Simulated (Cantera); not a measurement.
Input: 1 mol Pb, 1.2 mol CO2, 5.7 mol N2, equilibrated at 975 K and 320000 Pa.

These are equilibrium values from Cantera (NASA tables, ideal gas, pure condensed phases), not measurements of a reactor. Candidate condensed phases: C, Pb, PbO, PbO2, Pb3O4; 27 gas species. The numbers say what is thermodynamically allowed, not how fast it happens.

Base state: N2 0.826, CO2 0.174, CO 1.46e-5 (mole fractions); condensed: Pb(l) + PbO(yellow).

Problem. What changes in the equilibrium state with this change: 0.44 mol NH3 added?

Solution. 
```csv
species,before,after
N2,0.826,0.761
CO2,0.174,0.106
H2O,0,0.0488
H2,0,0.0360
CO,1.46e-5,0.0487
CH4,0,3.60e-5
NH3,0,1.31e-5
"Pb(l), mol",1.000,1.000
"PbO(yellow), mol",0.000101,0
```
Further candidate phases: C6H6, C7H8, C8H18, H2O.
